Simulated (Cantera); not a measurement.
# Premixed flame

A freely propagating, adiabatic, planar premixed flame of 11.9 % CH4, 1.05 % CO, 16.2 % O2, 51.9 % N2, 19.0 % CO2, equivalence ratio 1.5, unburnt at 475 K and 1.40 bar; mixture-averaged transport, grid criteria slope 0.08 and curve 0.16, no radiation.

Detailed kinetics in Cantera: GRI-Mech 3.0 (53 species, 325 reactions). Burning velocities carry a grid error of a few per cent, more on coarse grids.

```json
[
 {"z (mm)": "-5.70", "T (K)": "478", "u (m/s)": "0.0700", "x CH4": "0.118", "x CO": "0.0105", "x O2": "0.161", "x OH": "<1e-8", "x C2H2": "5.80e-7", "x N2O": "<1e-8"},
 {"z (mm)": "-3.80", "T (K)": "489", "u (m/s)": "0.0719", "x CH4": "0.116", "x CO": "0.0110", "x O2": "0.159", "x OH": "<1e-8", "x C2H2": "3.47e-6", "x N2O": "<1e-8"},
 {"z (mm)": "-2.85", "T (K)": "521", "u (m/s)": "0.0771", "x CH4": "0.112", "x CO": "0.0126", "x O2": "0.155", "x OH": "<1e-8", "x C2H2": "1.50e-5", "x N2O": "<1e-8"},
 {"z (mm)": "-1.90", "T (K)": "649", "u (m/s)": "0.0971", "x CH4": "0.0993", "x CO": "0.0196", "x O2": "0.141", "x OH": "<1e-8", "x C2H2": "8.11e-5", "x N2O": "<1e-8"},
 {"z (mm)": "-0.949", "T (K)": "1026", "u (m/s)": "0.156", "x CH4": "0.0643", "x CO": "0.0438", "x O2": "0.0969", "x OH": "2.55e-7", "x C2H2": "0.000374", "x N2O": "<1e-8"},
 {"z (mm)": "-0.475", "T (K)": "1330", "u (m/s)": "0.205", "x CH4": "0.0363", "x CO": "0.0665", "x O2": "0.0584", "x OH": "4.55e-6", "x C2H2": "0.000739", "x N2O": "1.40e-8"},
 {"z (mm)": "0", "T (K)": "1610", "u (m/s)": "0.250", "x CH4": "0.0114", "x CO": "0.0912", "x O2": "0.0206", "x OH": "4.69e-5", "x C2H2": "0.00162", "x N2O": "1.70e-8"},
 {"z (mm)": "0.475", "T (K)": "1728", "u (m/s)": "0.270", "x CH4": "0.00334", "x CO": "0.104", "x O2": "0.00496", "x OH": "8.63e-5", "x C2H2": "0.00175", "x N2O": "<1e-8"},
 {"z (mm)": "0.949", "T (K)": "1758", "u (m/s)": "0.275", "x CH4": "0.00182", "x CO": "0.108", "x O2": "0.00148", "x OH": "6.57e-5", "x C2H2": "0.00145", "x N2O": "<1e-8"},
 {"z (mm)": "1.90", "T (K)": "1769", "u (m/s)": "0.277", "x CH4": "0.00125", "x CO": "0.110", "x O2": "0.000287", "x OH": "3.12e-5", "x C2H2": "0.00118", "x N2O": "<1e-8"},
 {"z (mm)": "3.80", "T (K)": "1770", "u (m/s)": "0.277", "x CH4": "0.000998", "x CO": "0.111", "x O2": "3.98e-5", "x OH": "1.65e-5", "x C2H2": "0.000982", "x N2O": "<1e-8"},
 {"z (mm)": "7.60", "T (K)": "1769", "u (m/s)": "0.277", "x CH4": "0.000765", "x CO": "0.113", "x O2": "2.47e-6", "x OH": "1.37e-5", "x C2H2": "0.000744", "x N2O": "<1e-8"},
 {"z (mm)": "15.2", "T (K)": "1766", "u (m/s)": "0.277", "x CH4": "0.000493", "x CO": "0.115", "x O2": "4.84e-8", "x OH": "1.30e-5", "x C2H2": "0.000439", "x N2O": "<1e-8"}
]
```
x: mole fraction of selected species; z is measured from the peak of heat release.

| Item | Value |
|---|---|
| laminar burning velocity | 6.94 cm/s |
| thermal thickness | 1.90 mm |
| peak x(OH) | 8.63e-5 |
| peak x(C2H2) | 0.00185 |
| grid points | 117 |
